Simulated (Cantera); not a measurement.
A Cantera script and its output.

```python
import numpy as np
import cantera as ct

gas = ct.Solution("gri30.yaml")
gas.TPX = 1850, 101325, {'CH4': 1, 'H2O': 0.58, 'N2': 0.11}
reactor = ct.IdealGasConstPressureReactor(gas, energy="off", clone=False)
net = ct.ReactorNet([reactor])
net.rtol, net.atol = 1e-08, 1e-18
show = ['CH4', 'H2O', 'O', 'OH', 'CH2CO']
times = np.geomspace(2e-05, 6, 15)

steps = ct.SolutionArray(gas, extra=["t"])
rows = []
print(f"{'t/s':>10s}{'T/K':>9s}{'P/Pa':>11s}" + "".join(f"{s:>11s}" for s in show))
for t in times:
    while net.time < t:
        t_next = net.step()
        steps.append(gas.state, t=t_next)
    rows.append([np.interp(t, steps.t, y) for y in (steps.T, steps.P, *steps(*show).X.T)])
    print(f"{t:10.3e}{rows[-1][0]:9.1f}{rows[-1][1]:11.4g}" + "".join(f"{x:11.3e}" for x in rows[-1][2:]))
rate = np.gradient(steps.T, steps.t)
print("integrator steps:", len(steps.t))
if steps.T.max() > steps.T[0] + 200:
    print(f"time of steepest temperature rise: {steps.t[rate.argmax()]:.4e} s")
gas.TPX = 1850, 101325, {'CH4': 1, 'H2O': 0.58, 'N2': 0.11}
gas.equilibrate("TP")
print(f"equilibrium (TP): T = {gas.T:.1f} K  " + "  ".join(f"{s} {gas[s].X[0]:.3e}" for s in show))
```

Result:

```
       t/s      T/K       P/Pa        CH4        H2O          O         OH      CH2CO
 2.000e-05   1850.0  1.013e+05  5.829e-01  3.422e-01  2.387e-09  9.313e-06  7.895e-10
 4.923e-05   1850.0  1.013e+05  5.616e-01  3.397e-01  5.895e-09  1.502e-05  7.820e-08
 1.212e-04   1850.0  1.013e+05  4.882e-01  3.277e-01  8.233e-09  1.853e-05  4.220e-06
 2.983e-04   1850.0  1.013e+05  3.590e-01  2.980e-01  4.963e-09  1.572e-05  4.141e-05
 7.344e-04   1850.0  1.013e+05  2.329e-01  2.653e-01  3.003e-09  1.334e-05  8.024e-05
 1.808e-03   1850.0  1.013e+05  1.325e-01  2.384e-01  2.230e-09  1.203e-05  9.189e-05
 4.450e-03   1850.0  1.013e+05  6.686e-02  2.146e-01  1.926e-09  1.118e-05  9.095e-05
 1.095e-02   1850.0  1.013e+05  3.490e-02  1.869e-01  1.775e-09  1.004e-05  7.861e-05
 2.697e-02   1850.0  1.013e+05  2.398e-02  1.469e-01  1.487e-09  7.772e-06  5.456e-05
 6.638e-02   1850.0  1.013e+05  1.845e-02  9.540e-02  1.033e-09  4.826e-06  2.844e-05
 1.634e-01   1850.0  1.013e+05  1.285e-02  4.602e-02  5.422e-10  2.234e-06  1.068e-05
 4.022e-01   1850.0  1.013e+05  8.369e-03  1.313e-02  1.658e-10  6.209e-07  2.667e-06
 9.902e-01   1850.0  1.013e+05  6.340e-03  1.091e-03  1.416e-11  5.109e-08  4.598e-07
 2.437e+00   1850.0  1.013e+05  6.132e-03  4.875e-06  7.898e-14  2.283e-10  2.786e-07
 6.000e+00   1850.0  1.013e+05  6.131e-03  1.643e-06  3.697e-14  7.707e-11  2.780e-07
integrator steps: 1824
equilibrium (TP): T = 1850.0 K  CH4 5.586e-03  H2O 1.761e-06  O 3.996e-14  OH 8.256e-11  CH2CO 2.530e-07
```

Cantera simulation using GRI-Mech 3.0 (53 species, 325 reactions); the numbers are that mechanism's predictions, not measurements. GRI-Mech 3.0 stops at C3 and has no aromatics, soot or wall deposition, so with more carbon than oxygen in the feed, carbon stays in small species such as C2H2 where larger ones or solid carbon would form.
